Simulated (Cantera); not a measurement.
Input: 1 mol SiH4, 4 mol NH3, 44 mol N2, at 1625 °C and 0.100 bar.

These are equilibrium values from Cantera (NASA tables, ideal gas, pure condensed phases), not measurements of a reactor. Candidate condensed phases: Si, Si3N4; 18 gas species. The numbers say what is thermodynamically allowed, not how fast it happens.

Base state: N2 0.850, H2 0.149, H 0.000957, Si 7.46e-5 (mole fractions); condensed: Si3N4(s).

### Question
What changes in the equilibrium state with this change: pressure from 0.100 bar to 2.50 mbar?

### Answer
| species | before | after |
|---|---|---|
| N2 | 0.850 | 0.845 |
| H2 | 0.149 | 0.144 |
| H | 0.000957 | 0.00594 |
| Si | 7.46e-5 | 0.00492 |
| Si2 | 3.62e-7 | 3.94e-5 |
| Si2N | 6.43e-6 | 0.000110 |
| SiN | 7.32e-6 | 7.61e-5 |
| SiH | 7.96e-6 | 8.15e-5 |
| Si3N4(s), mol | 0.331 | 0 |
| Si(l), mol | 0 | 0.705 |
The tables' values for SiN are old estimates; treat these amounts as uncertain.
